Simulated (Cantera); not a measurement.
## Transport properties of process gases

Gas mixture: O₂ = 0.57 (molar parts), at 12.0 Pa, frozen composition.

Cantera's kinetic-theory transport with the Lennard-Jones parameters of GRI-Mech 3.0, ideal gas; thermal conductivity in the mixture-averaged form.

| T (K) | ρ (kg/m³) | cp (J/kg/K) | μ (µPa s) | λ (mW/m/K) | Pr | D (cm²/s) H₂ | D (cm²/s) N₂ | D (cm²/s) H |
|---|---|---|---|---|---|---|---|---|
| 400 | 0.000115 | 941.4 | 25.6 | 33.9 | 0.713 | 11100 | 2920 | 17900 |
| 600 | 7.70e-5 | 1003 | 34.1 | 48.2 | 0.709 | 22000 | 5830 | 36200 |
| 800 | 5.77e-5 | 1055 | 41.4 | 61.4 | 0.710 | 35500 | 9470 | 59000 |
| 1000 | 4.62e-5 | 1090 | 47.9 | 73.6 | 0.710 | 51300 | 13800 | 85900 |
| 1200 | 3.85e-5 | 1114 | 54.0 | 84.9 | 0.708 | 69500 | 18600 | 116000 |
| 1400 | 3.30e-5 | 1134 | 59.7 | 95.7 | 0.707 | 89700 | 24100 | 151000 |
| 1600 | 2.89e-5 | 1151 | 65.1 | 106 | 0.707 | 112000 | 30100 | 188000 |
| 1800 | 2.57e-5 | 1167 | 70.2 | 116 | 0.707 | 136000 | 36500 | 229000 |
| 2000 | 2.31e-5 | 1181 | 75.2 | 126 | 0.707 | 162000 | 43500 | 272000 |
D: mixture-averaged diffusion coefficient of that species in the mixture.
